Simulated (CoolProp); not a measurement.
R21 along the isotherm 306.1 K: density (kg/m³) from the reference equation and from simpler models built on Tc = 452.7 K, pc = 5289 kPa, ω = 0.206; each cubic takes its own stable root.

The numbers come from the reference Helmholtz-energy equation of state, Platzer 1990 in CoolProp. This equation is an older, rougher fit; its heat capacities, sound speeds and derivatives of the liquid may be far off and weren't checked against measurements.

```csv
p (kPa),phase,reference
41.8,gas,1.709
79.3,gas,3.274
150,gas,6.317
285,liquid,1348
540,liquid,1349
1020,liquid,1351
1940,liquid,1353
3680,liquid,1358
6970,liquid,1367
13200,liquid,1382
```

Q: How far does each simpler model (van der Waals, Soave-Redlich-Kwong, Peng-Robinson) lie from the reference over these 10 states: mean and median of the absolute difference, and the worst?

A: 
- van der Waals: mean 38.3 %, median 36.4 %, worst -99.1 % at 306.1 K and 285 kPa
- Soave-Redlich-Kwong: mean 4.4 %, median 6.0 %, worst -6.4 % at 306.1 K and 285 kPa
- Peng-Robinson: mean 4.4 %, median 6.0 %, worst +6.4 % at 306.1 K and 13200 kPa

At some of these states van der Waals gives the other phase, because its saturation line lies elsewhere.
